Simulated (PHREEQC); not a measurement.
# Acid rinse or clean

Consider water at 15 °C with 0.053 mol/kgw HNO3 and 0.047 mol/kgw AlCl3. Closed to the air; pH follows from the charge balance.

The numbers come from PHREEQC with the ion-association model, phreeqc.dat.

Each row changes one thing in this solution. Precipitation was switched off in this run.

| case | pH | AlOH+2 (mol/kgw) | Al(OH)2+ (mol/kgw) | SI of Gibbsite (Al(OH)3) |
|---|---|---|---|---|
| as made | 1.38 | 2.34e-6 | 6.47e-11 | -6.84 |
| HNO3 left out | 3.56 | 0.000351 | 1.51e-6 | -0.30 |
| HNO3 replaced by KNO3 at the same molality | 3.56 | 0.000349 | 1.45e-6 | -0.31 |
| AlCl3 from 0.047 to 0.0423 mol/kgw | 1.38 | 2.11e-6 | [?] | [?] |
| AlCl3 from 0.047 to 0.235 mol/kgw | 1.41 | 1.14e-5 | [?] | -6.31 |

Problem. Some entries are withheld; supply them.

Solution. 
- AlCl3 from 0.047 to 0.0423 mol/kgw, Al(OH)2+ (mol/kgw): 5.95e-11
- AlCl3 from 0.047 to 0.0423 mol/kgw, SI of Gibbsite (Al(OH)3): -6.88
- AlCl3 from 0.047 to 0.235 mol/kgw, Al(OH)2+ (mol/kgw): 2.34e-10

The ionic strength passes 0.7 mol/kgw, the rough limit of the ion-association models, in AlCl3 from 0.047 to 0.235 mol/kgw.
